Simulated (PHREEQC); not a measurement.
## Phosphoric acid bath: an equilibrium model

Solution (85 °C): 0.012 mol H3PO4, 0.032 mol K2HPO4 and 0.033 mol ZnSO4 per kg of water. Closed to the air; pH follows from the charge balance.

The numbers come from PHREEQC with the ion-association model, wateq4f.dat.

Precipitation was switched off in this run.

Estimate the pH.

pH 6.52.

In which forms is Zn present?

Zn+2 63 %, ZnSO4 30 %, ZnOH+ 4.3 %, Zn(SO4)2-2 2.9 % of the Zn.

The solution is supersaturated, for example in Zincite(c) (slow to form), so a real one may precipitate; this is no full list. H3PO4, which wateq4f.dat lacks, is added to it with the constant of phreeqc.dat. At this temperature some constants are extrapolated from 25 °C, and those without enthalpy data are left unchanged. The database has no phosphate complexes of Zn.
